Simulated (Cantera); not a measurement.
Gas activation for diamond growth

An isothermal, constant-pressure homogeneous reactor starts with 0.886 % CH4, 96.3 % H2, 2.79 % CO2, at 2798 K and 60.8 Torr.

Cantera simulation using GRI-Mech 3.0 (53 species, 325 reactions); the numbers are that mechanism's predictions, not measurements.

| t (s) | x CH4 | x H2 | x CO2 | x H | x CH2CO | x O | x H2O |
|---|---|---|---|---|---|---|---|
| 2.00e-6 | 0.00866 | 0.963 | 0.0279 | 0.000473 | <1e-12 | 2.82e-8 | 6.13e-6 |
| 5.80e-6 | 0.00847 | 0.962 | 0.0278 | 0.00155 | 2.84e-11 | 3.14e-8 | 6.25e-5 |
| 1.68e-5 | 0.00802 | 0.958 | 0.0273 | 0.00464 | 1.03e-9 | 6.24e-8 | 0.000571 |
| 4.89e-5 | 0.00694 | 0.946 | 0.0232 | 0.0129 | 3.23e-8 | 3.90e-7 | 0.00443 |
| 0.000142 | 0.00447 | 0.913 | 0.00723 | 0.0312 | 4.17e-7 | 4.43e-6 | 0.0198 |
| 0.000411 | 0.00111 | 0.889 | 0.000123 | 0.0529 | 1.36e-6 | 1.53e-5 | 0.0250 |
| 0.00119 | 0.000230 | 0.873 | 0.000109 | 0.0716 | 8.80e-7 | 2.51e-5 | 0.0215 |
| 0.00346 | 1.54e-5 | 0.848 | 9.99e-5 | 0.100 | 4.24e-8 | 4.26e-5 | 0.0173 |
| 0.0101 | 4.62e-11 | 0.792 | 9.72e-5 | 0.158 | <1e-12 | 0.000113 | 0.0161 |
| 0.0292 | 8.71e-12 | 0.727 | 9.47e-5 | 0.225 | <1e-12 | 0.000252 | 0.0150 |
| 0.0846 | 5.97e-12 | 0.710 | 9.39e-5 | 0.242 | <1e-12 | 0.000300 | 0.0147 |
| 0.246 | 5.95e-12 | 0.710 | 9.39e-5 | 0.242 | <1e-12 | 0.000300 | 0.0147 |
| 0.713 | 5.95e-12 | 0.710 | 9.39e-5 | 0.242 | <1e-12 | 0.000300 | 0.0147 |
| 2.07 | 5.95e-12 | 0.710 | 9.39e-5 | 0.242 | <1e-12 | 0.000300 | 0.0147 |
| 6.00 | 5.95e-12 | 0.710 | 9.39e-5 | 0.242 | <1e-12 | 0.000300 | 0.0147 |
x: mole fraction; the columns are a selection and need not sum to one.

Equilibrium at this temperature and pressure: CH4 6.20e-12, H2 0.710, CO2 9.39e-5, H 0.242, CH2CO <1e-12, O 0.000300, H2O 0.0147 (gas phase only).
